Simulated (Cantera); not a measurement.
# Adiabatic ignition

An adiabatic, constant-pressure homogeneous reactor starts with CH3OH : O2 : N2 : H2O = 1 : 3.66 : 13.8 : 0.023 (molar parts), at 1725 K and 69000 Pa.

Computed with Cantera and GRI-Mech 3.0 (53 species, 325 reactions). GRI-Mech 3.0 was tuned for natural gas; its chemistry of methanol as a main component is partial and can be far from experiment.

| t (s) | T (K) | x CH3OH | x O2 | x NO | x H2O2 | x CH2 | x HCO | x HCN |
|---|---|---|---|---|---|---|---|---|
| 6.00e-6 | 1725 | 0.0536 | 0.198 | 4.96e-12 | 3.23e-6 | 6.65e-7 | 8.35e-8 | 4.52e-12 |
| 1.59e-5 | 1726 | 0.0520 | 0.197 | 2.15e-11 | 3.97e-5 | 6.68e-7 | 7.80e-7 | 1.92e-11 |
| 4.19e-5 | 1754 | 0.0410 | 0.189 | 1.82e-10 | 0.000247 | 7.88e-7 | 1.55e-5 | 1.52e-10 |
| 0.000111 | 2124 | <1e-12 | 0.114 | 5.28e-6 | 1.61e-7 | <1e-12 | 1.82e-8 | 1.34e-11 |
| 0.000293 | 2317 | <1e-12 | 0.110 | 0.000104 | 1.10e-7 | <1e-12 | 4.13e-9 | <1e-12 |
| 0.000775 | 2452 | <1e-12 | 0.110 | 0.000450 | 1.45e-7 | <1e-12 | 1.02e-9 | 1.47e-12 |
| 0.00205 | 2480 | <1e-12 | 0.110 | 0.00131 | 1.79e-7 | <1e-12 | 6.94e-10 | 1.89e-12 |
| 0.00542 | 2477 | <1e-12 | 0.109 | 0.00337 | 1.78e-7 | <1e-12 | 6.76e-10 | 2.53e-12 |
| 0.0143 | 2471 | <1e-12 | 0.107 | 0.00758 | 1.75e-7 | <1e-12 | 6.45e-10 | 3.64e-12 |
| 0.0379 | 2464 | <1e-12 | 0.105 | 0.0126 | 1.71e-7 | <1e-12 | 6.09e-10 | 4.72e-12 |
| 0.100 | 2462 | <1e-12 | 0.104 | 0.0144 | 1.69e-7 | <1e-12 | 5.97e-10 | 5.03e-12 |
| 0.265 | 2462 | <1e-12 | 0.104 | 0.0144 | 1.69e-7 | <1e-12 | 5.96e-10 | 5.04e-12 |
| 0.700 | 2462 | <1e-12 | 0.104 | 0.0144 | 1.69e-7 | <1e-12 | 5.96e-10 | 5.04e-12 |
x: mole fraction; the columns are a selection and need not sum to one.

| Quantity | Result |
|---|---|
| time of steepest temperature rise | 85.7 µs |
| temperature at 0.700 s | 2462 K |
| equilibrium temperature | 2462 K |
| x(CH3OH) at 0.700 s | <1e-12 (gas-phase equilibrium <1e-12) |
| x(O2) at 0.700 s | 0.104 (gas-phase equilibrium 0.104) |
| x(NO) at 0.700 s | 0.0144 (gas-phase equilibrium 0.0144) |
